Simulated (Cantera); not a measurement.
Mixture: CH4 : O2 : N2 = 1 : 2 : 7.52 (molar parts), equivalence ratio 1.0, at 13.0 bar, adiabatic and at constant pressure. Ignition delay is the time to a rise of 400 K.

Computed with Cantera and GRI-Mech 3.0 (53 species, 325 reactions). The pressure lies above the range GRI-Mech 3.0 was tuned for (to about 10 atm).

### Question
What does this change do: pressure from 13.0 bar to 10.0 bar?

### Answer
| quantity | before | after |
|---|---|---|
| delay at 1000 K | 62.7 ms | 83.1 ms |
| delay at 1200 K | 3.54 ms | 4.74 ms |
| delay at 1400 K | 0.391 ms | 0.502 ms |
| delay at 1600 K | 61.0 µs | 75.7 µs |
| delay at 1800 K | 13.0 µs | 16.0 µs |
| apparent activation energy between 1600 and 1800 K | 180 kJ/mol | 190 kJ/mol |
